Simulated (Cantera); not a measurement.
**Halide evaporation, hydrolysis and transport: CaCl2 + H2O + N2**

Feed: 1 mol CaCl2, 8.5 mol H2O, 8.5 mol N2, held at 1825 °C.

Method: chemical equilibrium by Gibbs-energy minimisation in Cantera with the NASA 1993 tables (ideal gas, pure condensed phases). Candidate condensed phases: Ca, CaCl2, CaO, Ca(OH)2, H2O, NH4Cl; 36 gas species. Condensed phases not in the tables: oxide chlorides. The numbers say what is thermodynamically allowed, not how fast it happens.

```json
[
 {"P (Pa)": "0.100", "log p N2": "-6.61", "log p H2O": "-8.35", "log p H": "-6.37", "log p O": "-6.72", "log p H2": "-7.72", "log p HCl": "-8.48", "log p Cl": "-7.27", "log p O2": "-7.72", "log p OH": "-7.92", "log p Ca": "-7.55", "log p CaCl2": "-10.32", "n CaO(s)": "0"},
 {"P (Pa)": "1.60", "log p N2": "-5.28", "log p H2O": "-5.73", "log p H": "-5.46", "log p O": "-5.92", "log p H2": "-5.90", "log p HCl": "-6.49", "log p Cl": "-6.18", "log p O2": "-6.12", "log p OH": "-6.22", "log p Ca": "-6.47", "log p CaCl2": "-7.05", "n CaO(s)": "0.145"},
 {"P (Pa)": "25", "log p N2": "-3.97", "log p H2O": "-4.13", "log p H": "-4.90", "log p O": "-5.46", "log p H2": "-4.77", "log p HCl": "-4.92", "log p Cl": "-5.18", "log p O2": "-5.19", "log p OH": "-5.18", "log p Ca": "-6.94", "log p CaCl2": "-5.52", "n CaO(s)": "0.718"},
 {"P (Pa)": "400", "log p N2": "-2.74", "log p H2O": "-2.82", "log p H": "-4.45", "log p O": "-5.04", "log p H2": "-3.87", "log p HCl": "-3.60", "log p Cl": "-4.31", "log p O2": "-4.36", "log p OH": "-4.32", "log p Ca": "-7.36", "log p CaCl2": "-4.19", "n CaO(s)": "0.695"},
 {"P (Pa)": "6300", "log p N2": "-1.53", "log p H2O": "-1.58", "log p H": "-4.03", "log p O": "-4.64", "log p H2": "-3.04", "log p HCl": "-2.36", "log p Cl": "-3.49", "log p O2": "-3.56", "log p OH": "-3.50", "log p Ca": "-7.75", "log p CaCl2": "-2.95", "n CaO(s)": "0.674"},
 {"P (Pa)": "100000", "log p N2": "-0.33", "log p H2O": "-0.37", "log p H": "-3.62", "log p O": "-4.25", "log p H2": "-2.22", "log p HCl": "-1.15", "log p Cl": "-2.68", "log p O2": "-2.77", "log p OH": "-2.70", "log p Ca": "-8.15", "log p CaCl2": "-1.73", "n CaO(s)": "0.664"}
]
```
log p: log10 of the partial pressure in bar; n: condensed amount in mol.

At 0.100 Pa nothing is condensed. From 1.60 Pa to 100000 Pa the condensed part is CaO(s). The main Ca-bearing gas is Ca at 0.100 Pa and CaCl2 at 100000 Pa. The share of Ca in condensed phases is highest at 25.0 Pa (71.8 %) and lowest at 0.100 Pa (0.0 %).
